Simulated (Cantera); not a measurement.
A Cantera script and what it prints.

```python
import numpy as np
import cantera as ct

gas_names = """
    F F2 N NF NF2 NF3 N2 Si SiF SiF2 SiF3 SiF4 SiN Si2 Si2N Si3
""".split()
cond_names = """
    Si(cr) Si(L) Si3N4(a)
""".split()


def load(file, names, dense=False):
    # The tables refer to 1 bar. Condensed volumes are neglected.
    table = {s.name: s for s in ct.Species.list_from_file(file)}
    out = []
    for n in names:
        d = dict(table[n].input_data)
        d["thermo"] = dict(d["thermo"], **{"reference-pressure": 1e5})
        if dense:
            d["equation-of-state"] = {"model": "constant-volume", "density": "1e6 g/cm^3"}
        out.append(ct.Species.from_dict(d))
    return out


gas = ct.Solution(thermo="ideal-gas", species=load("nasa_gas.yaml", gas_names))
cond = {s.name: ct.Solution(thermo="fixed-stoichiometry", species=[s], name=s.name)
        for s in load("nasa_condensed.yaml", cond_names, dense=True)}
atoms = {
    'Si': {'Si': 1},
    'F2': {'F': 2},
    'NF3': {'N': 1, 'F': 3},
}
top_T = {'Si3N4(a)': 2400}  # K; cautious upper limits of use, not melting points


def equilibrate(T, P, feed):
    n = {}
    for name, mol in feed.items():
        for a, k in atoms[name].items():
            n[a] = n.get(a, 0.0) + k * mol
    gas.TPX = T, P, n
    mass = sum(n.values()) * gas.mean_molecular_weight
    gas.equilibrate("TP")
    valid = [c for c in cond.values() if c.min_temp <= T <= top_T.get(c.name, c.max_temp)]
    mix = ct.Mixture([(gas, mass / gas.mean_molecular_weight)] + [(c, 0.0) for c in valid])
    mix.T, mix.P = T, P
    mix.equilibrate("TP", solver="vcs", rtol=1e-11, max_steps=5000)
    return mix


results = []
T = 1448  # K
P = 7400  # Pa
for m in [0.93, 1.7, 2.4, 3.1, 3.8, 4.6, 5.3, 6, 6.8, 7.5]:
    feed = {'Si': 1, 'F2': m, 'NF3': 0.85}  # mol
    mix = equilibrate(T, P, feed)
    results.append((T, P, feed, dict(zip(mix.species_names, mix.species_moles))))

top = {s: max(r[3][s] / sum(r[3][g] for g in gas_names) for r in results) for s in gas_names}
cols = sorted((s for s in top if top[s] > 0.0001), key=lambda s: -top[s])[:8]
seen = [c for c in cond_names if any(r[3].get(c, 0) > 1e-12 for r in results)]
print("log10 of partial pressures in bar; condensed amounts in mol")
print(f"{'n(F2)':>10s}" + "".join(f"{s[:9]:>10s}" for s in cols + seen))
for T, P, feed, n in results:
    ng = sum(n[g] for g in gas_names)
    print(f"{feed['F2']:10.4g}" + "".join(f"{np.log10(max(n[s] / ng * P / 1e5, 1e-99)):10.3f}" for s in cols)
          + "".join(f"{n.get(c, 0):10.4g}" for c in seen))
```

Result:

```
log10 of partial pressures in bar; condensed amounts in mol
     n(F2)         F      SiF4        N2        F2
      0.93    -1.784    -1.394    -1.766    -4.231
       1.7    -1.375    -1.657    -2.028    -3.412
       2.4    -1.291    -1.806    -2.178    -3.244
       3.1    -1.251    -1.917    -2.289    -3.165
       3.8    -1.228    -2.006    -2.377    -3.118
       4.6    -1.211    -2.089    -2.460    -3.084
       5.3    -1.200    -2.150    -2.522    -3.063
         6    -1.193    -2.204    -2.575    -3.047
       6.8    -1.186    -2.258    -2.630    -3.034
       7.5    -1.181    -2.301    -2.672    -3.024
```

Equilibrium computed with Cantera from the NASA thermochemical tables; the gas is ideal and each condensed phase is pure.
